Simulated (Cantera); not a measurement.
Mixture: CH4 : CO : O2 : N2 = 1 : 0.052 : 2.03 : 7.62 (molar parts), equivalence ratio 1.00, at 9.87 atm, adiabatic and at constant volume. Ignition delay is the time to a rise of 400 K.

Cantera simulation using GRI-Mech 3.0 (53 species, 325 reactions); the numbers are that mechanism's predictions, not measurements.

Question: What does this change do: 0.79 parts H2O added?

Answer: 
| quantity | before | after |
|---|---|---|
| delay at 1150 K | 9.37 ms | 9.51 ms |
| delay at 1200 K | 4.85 ms | 5.00 ms |
| delay at 1250 K | 2.60 ms | 2.74 ms |
| delay at 1300 K | 1.44 ms | 1.56 ms |
| delay at 1350 K | 0.824 ms | 0.906 ms |
| delay at 1400 K | 0.482 ms | 0.540 ms |
| delay at 1450 K | 0.289 ms | 0.327 ms |
| apparent activation energy between 1350 and 1450 K | 170 kJ/mol | 170 kJ/mol |
